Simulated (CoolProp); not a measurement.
A simple Rankine cycle with R141b: condensing at 306.15 K, boiler at 1.17 MPa, turbine inlet 499 K, turbine efficiency 0.65, pump efficiency 0.7, no recuperator. Each further row changes one setting.

Model: reference Helmholtz-energy equation of state, Lemmon 2006, in CoolProp. It is a short technical equation, of lower accuracy than the large ones.

| case | thermal efficiency (%) | net work (kJ/kg) | heat in (kJ/kg) | turbine exit temperature (K) | volume ratio over the turbine |
|---|---|---|---|---|---|
| as stated | 12.3 | 47.3 | 386 | 439.5 | 10.6 |
| condensing temperature 298.15 K | 13.3 | 52.7 | 395 | 433.5 | 14.0 |
| boiler pressure 0.819 MPa | 10.7 | 41.7 | 389 | 449.3 | 7.39 |
| turbine efficiency 0.55 | 10.3 | 39.9 | 386 | 447.4 | 10.8 |
